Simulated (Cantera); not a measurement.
**Chlorosilane synthesis and conversion: SiCl₄ + HCl + H₂**

A closed system holds: 1 mol SiCl₄, 3.5 mol HCl, 13 mol H₂, held at 12000 Pa.

Cantera equilibrium calculation (NASA polynomials, part measured and part estimated; ideal gas, pure solids and liquids). Candidate condensed phases: Si; 19 gas species. The tables' values for SiCl₃ are old estimates; treat these amounts as uncertain. Equilibrium is a limit: real reactors are often held back by kinetics, nucleation or transport.

```csv
T (°C),x H₂,x HCl,x SiCl₄,x SiCl₂,x SiCl₃,x SiHCl₃,x SiH₂Cl₂,x H
325,0.743,0.200,0.0571,<1e-12,5.51e-11,5.57e-6,2.70e-11,<1e-12
425,0.743,0.200,0.0571,<1e-12,9.17e-9,4.19e-5,2.01e-9,<1e-12
525,0.743,0.200,0.0570,3.42e-10,4.15e-7,0.000186,4.90e-8,6.63e-12
625,0.742,0.201,0.0566,5.29e-8,7.86e-6,0.000582,5.67e-7,2.72e-10
725,0.741,0.202,0.0556,2.87e-6,8.07e-5,0.00142,3.89e-6,5.35e-9
825,0.739,0.203,0.0537,7.12e-5,0.000521,0.00284,1.80e-5,6.14e-8
925,0.734,0.208,0.0491,0.000927,0.00227,0.00466,5.77e-5,4.70e-7
1025,0.721,0.223,0.0385,0.00613,0.00628,0.00562,0.000116,2.63e-6
1125,0.696,0.248,0.0221,0.0192,0.00997,0.00436,0.000129,1.14e-5
1225,0.673,0.272,0.00904,0.0337,0.00977,0.00230,9.30e-5,4.07e-5
```
x: gas mole fraction; nothing condenses.

From 325 °C to 1225 °C nothing is condensed. The main Si-bearing gas is SiCl₄ at 325 °C and SiCl₂ at 1225 °C.
